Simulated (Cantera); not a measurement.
Mixture: 18.8 % CH4, 1.58 % C2H6, 19.5 % O2, 60.1 % N2, at 32.0 bar, adiabatic and at constant volume. Ignition delay is the time to a rise of 400 K.

Computed with Cantera and GRI-Mech 3.0 (53 species, 325 reactions). The pressure lies above the range GRI-Mech 3.0 was tuned for (to about 10 atm).

Question: Predict: delay at 1100 K; delay at 1250 K; delay at 1400 K; delay at 1550 K; delay at 1700 K; apparent activation energy between 1625 and 1775 K.

Answer: 
```
Quantity                                                 Value
--------------------------------------------------  ----------
delay at 1100 K                                        1.13 ms
delay at 1250 K                                       0.195 ms
delay at 1400 K                                        52.3 µs
delay at 1550 K                                        16.0 µs
delay at 1700 K                                        5.29 µs
apparent activation energy between 1625 and 1775 K  170 kJ/mol
```
